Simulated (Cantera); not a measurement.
A Cantera script and what it prints.

```python
import numpy as np
import cantera as ct

gas_names = """
    B BH BH2 BH3 BN BO BO2 B2 B2O B2O2 B2O3 B3O3H3 H HBO HBO2 HNO HNO2 HNO3 HO2 H2 H2O H2O2 H3B3O6 N NH
    NH2 NH3 NH2OH NO NO2 NO3 N2 N2H2 N2H4 N2O O OH O2 O3
""".split()
cond_names = """
    B(b) B(L) BN(s) B2O3(L) B3O3H3(cr) H2O(s) H2O(L)
""".split()


# ... load() reads the species with a 1 bar reference pressure and builds the phases ...
atoms = {
    'B2O3': {'B': 2, 'O': 3},
    'NH3': {'N': 1, 'H': 3},
    'H2': {'H': 2},
    'H2O': {'H': 2, 'O': 1},
}
top_T = {'BN(s)': 3200}  # K; cautious upper limits of use, not melting points


# ... equilibrate(T, P, feed) seeds the gas with the atoms and calls Mixture.equilibrate('TP', solver="vcs", rtol=1e-11, max_steps=5000) ...
results = []
feed = {'B2O3': 1, 'NH3': 3.3, 'H2': 37, 'H2O': 0.098}  # mol
P = 49000  # Pa
for T in [900, 1000, 1100, 1200, 1300, 1400, 1500, 1600, 1700]:
    mix = equilibrate(T, P, feed)
    results.append((T, P, feed, dict(zip(mix.species_names, mix.species_moles))))

top = {s: max(r[3][s] / sum(r[3][g] for g in gas_names) for r in results) for s in gas_names}
cols = sorted((s for s in top if top[s] > 0.0001), key=lambda s: -top[s])[:6]
seen = [c for c in cond_names if any(r[3].get(c, 0) > 1e-12 for r in results)]
print("log10 of partial pressures in bar; condensed amounts in mol")
print(f"{'T/K':>10s}" + "".join(f"{s[:9]:>10s}" for s in cols + seen))
for T, P, feed, n in results:
    ng = sum(n[g] for g in gas_names)
    print(f"{T:10.4g}" + "".join(f"{np.log10(max(n[s] / ng * P / 1e5, 1e-99)):10.3f}" for s in cols)
          + "".join(f"{n.get(c, 0):10.4g}" for c in seen))
```

It prints:

```
log10 of partial pressures in bar; condensed amounts in mol
       T/K        H2        N2      HBO2       HBO       H2O      B2O3     BN(s)   B2O3(L)
       900    -0.328    -1.734    -7.051   -10.453    -2.906   -13.795  0.008699    0.9954
      1000    -0.328    -1.734    -6.041    -8.746    -2.919   -11.475  0.006437    0.9966
      1100    -0.328    -1.733    -5.227    -7.358    -2.936    -9.592  0.003777    0.9978
      1200    -0.328    -1.733    -4.558    -6.207    -2.955    -8.036  0.001428     0.998
      1300    -0.328    -1.733    -3.999    -5.238    -2.975    -6.730 0.0004765     0.995
      1400    -0.328    -1.733    -3.527    -4.411    -2.995    -5.619  0.002502    0.9835
      1500    -0.328    -1.734    -3.123    -3.699    -3.015    -4.664  0.008476     0.951
      1600    -0.330    -1.736    -2.774    -3.079    -3.036    -3.834   0.01395     0.866
      1700    -0.334    -1.736    -2.464    -2.543    -3.042    -3.107         0    0.6369
```

These are equilibrium values from Cantera (NASA tables, ideal gas, pure condensed phases), not measurements of a reactor. Mutual solubility and eutectic melting of coexisting phases are not modelled. Gases not in the tables: H3BO3.
